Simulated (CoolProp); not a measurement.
n-nonane along the isobar 3.4 MPa: Z from the reference equation and from simpler models built on Tc = 594.5 K, pc = 2.282 MPa, ω = 0.443; each cubic takes its own stable root.

Computed with CoolProp (reference Helmholtz-energy equation of state, Lemmon 2006). It is a short technical equation, of lower accuracy than the large ones.

| T (K) | phase | reference | van der Waals | Soave-Redlich-Kwong |
|---|---|---|---|---|
| 502.2 | liquid | 0.1934 | … | 0.2283 |
| 512 | liquid | 0.1936 | 0.3303 | 0.2296 |
| 521.7 | liquid | 0.1942 | 0.3299 | 0.2315 |
| 531.5 | liquid | … | 0.3299 | 0.2341 |
| 541.3 | liquid | … | 0.3304 | 0.2375 |
| 551.1 | liquid | 0.1989 | 0.3316 | 0.2420 |
| 560.9 | liquid | 0.2018 | 0.3334 | 0.2479 |
| 570.7 | liquid | 0.2058 | 0.3361 | 0.2555 |
| 580.4 | liquid | 0.2113 | 0.3396 | … |
| 590.2 | liquid | 0.2192 | 0.3444 | 0.2792 |
| 600 | supercritical | … | … | 0.2985 |

Q: Some entries are withheld; supply them.

A: 
- 502.2, van der Waals: 0.3312
- 531.5, reference: 0.1952
- 541.3, reference: 0.1967
- 580.4, Soave-Redlich-Kwong: 0.2655
- 600, reference: 0.2311
- 600, van der Waals: 0.3508
